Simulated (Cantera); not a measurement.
## Pb + H2O + N2 (metals in furnace atmospheres)

Feed: 1 mol Pb, 0.059 mol H2O, 240 mol N2, held at 10.0 mbar.

These are equilibrium values from Cantera (NASA tables, ideal gas, pure condensed phases), not measurements of a reactor. Candidate condensed phases: H2O, Pb, PbO, PbO2, Pb3O4; 27 gas species. Rates play no part.

| T (°C) | x N2 | x Pb | x H2O | x H2 | n Pb(l) |
|---|---|---|---|---|---|
| 352 | 1.000 | 2.33e-9 | 0.000246 | 5.44e-9 | 1.000 |
| 502 | 1.000 | 2.49e-6 | 0.000246 | 1.36e-8 | 0.999 |
| 652 | 0.999 | 0.000267 | 0.000245 | 2.35e-7 | 0.936 |
| 802 | 0.996 | 0.00415 | 0.000242 | 2.78e-6 | 0 |
| 952 | 0.996 | 0.00414 | 0.000238 | 6.40e-6 | 0 |
| 1102 | 0.996 | 0.00414 | 0.000232 | 1.22e-5 | 0 |
| 1252 | 0.996 | 0.00413 | 0.000223 | 2.08e-5 | 0 |
| 1402 | 0.996 | 0.00412 | 0.000207 | 3.34e-5 | 0 |
| 1552 | 0.996 | 0.00412 | 0.000171 | 5.36e-5 | 0 |
x: gas mole fraction; n: condensed amount in mol.

From 352 °C to 652 °C the condensed part is Pb(l). From 802 °C to 1552 °C nothing is condensed.
